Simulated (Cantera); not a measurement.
A perfectly stirred reactor is fed with 23.7 % N2O, 0.474 % H2, 75.8 % N2, at 1.60 bar; it is held at 1448 K, and followed from long to short residence time.

Detailed kinetics in Cantera: GRI-Mech 3.0 (53 species, 325 reactions). GRI-Mech 3.0 was tuned for natural gas; its chemistry of N2O as a main component is partial and can be far from experiment. The temperature is held fixed by assumption; the heat of reaction is taken as removed at once.

One state of this run: x N2O = 0.234; x H2 = 0.00299; x NO2 = 1.53e-6; x OH = 0.000104; x H2O2 = 4.44e-8. x: mole fraction; the columns are a selection and need not sum to one.

### Question
Which value of τ (s) does it belong to?
A. 0.00010
B. 0.82
C. 0.00031
D. 0.0030

### Answer
A, 0.00010
